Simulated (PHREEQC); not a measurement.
Ultrapure water in contact with air or piping: speciation

Model water analysis in mg/L, 25 °C, pH 5.88, pe 11.4: Na 0.463; K 0.00315; Ca 0.0473; Mg 0.0465; Cl 0.215; S(6) as SO4 0.415; Alkalinity as HCO3 0.719; Si as SiO2 0.00135; O(0) (dissolved oxygen) 0.000126.

Na is adjusted to close the charge balance.
Valence states are taken as typed.

All values are PHREEQC results (ion-association model, wateq4f.dat), not measurements.

Each row changes one thing in this solution. No solid was allowed to form.

```
case                                               CO2 (mol/kgw)  HCO3- (mol/kgw)  MgSO4 (mol/kgw)  CaSO4 (mol/kgw)  HSO4- (mol/kgw)  CO3-2 (mol/kgw)  SI of Quartz (SiO2)
-------------------------------------------------  -------------  ---------------  ---------------  ---------------  ---------------  ---------------  -------------------
as made                                                  3.86e-5          1.31e-5          1.83e-9         9.61e-10         5.42e-10         4.76e-10                -3.67
temperature from 25 to 30 °C at the same typed pH        3.65e-5          1.31e-5          2.07e-9          1.00e-9         6.06e-10         5.23e-10                -3.74
K from 0.00315 to 0.0063 mg/L                            3.86e-5          1.31e-5          1.83e-9         9.61e-10         5.42e-10         4.76e-10                -3.67
O(0) from 0.000126 to 6.3e-05 mg/L                       3.86e-5          1.31e-5          1.83e-9         9.61e-10         5.42e-10         4.76e-10                -3.67
all concentrations times 3 at the same typed pH         0.000108          3.67e-5          1.58e-8          8.27e-9          1.59e-9          1.35e-9                -3.19
```
